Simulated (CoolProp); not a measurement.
Properties of CH3F (R41) along the isobar 101 kPa.

Computed with CoolProp (reference Helmholtz-energy equation of state, Lemmon 2006). It is a short technical equation, of lower accuracy than the large ones.

```tsv
T (°C)	phase	cp (kJ/(kg K))	Joule-Thomson coefficient (K/MPa)
-27.95	gas	1.079	33.36
-12.95	gas	1.082	27.42
2.05	gas	1.092	22.97
17.05	gas	1.108	19.54
31.95	gas	1.128	16.86
46.95	gas	1.151	14.68
61.95	gas	1.176	12.89
76.95	gas	1.203	11.41
91.95	gas	1.232	10.16
106.95	gas	1.262	9.102
121.85	gas	1.292	8.197
136.85	gas	1.323	7.410
151.85	gas	1.355	6.725
```
